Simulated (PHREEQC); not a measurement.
A solution holds 0.00473 mol HNO3, 0.00058 mol CuSO4 and 0.079 mol MgCl2 per kg of water, at 25 °C. Closed to the air; pH follows from the charge balance.

All values are PHREEQC results (ion-association model, phreeqc.dat), not measurements.

No solid was allowed to form.

**Question.** Order these S species by the share of S that they hold, largest first: CuSO4, MgSO4, HSO4-, SO4-2.

**Answer.** MgSO4 (58 %), SO4-2 (37 %), HSO4- (4.9 %), CuSO4 (0.31 %)

**Question.** Order these Cu species by the share of Cu that they hold, largest first: CuCl+, CuSO4, Cu+2, CuCl2.

**Answer.** Cu+2 (88 %), CuCl+ (11 %), CuCl2 (0.45 %), CuSO4 (0.31 %)

The pH is 2.43 and the ionic strength 0.242 mol/kgw. Complexes and solids missing from the database can't appear.
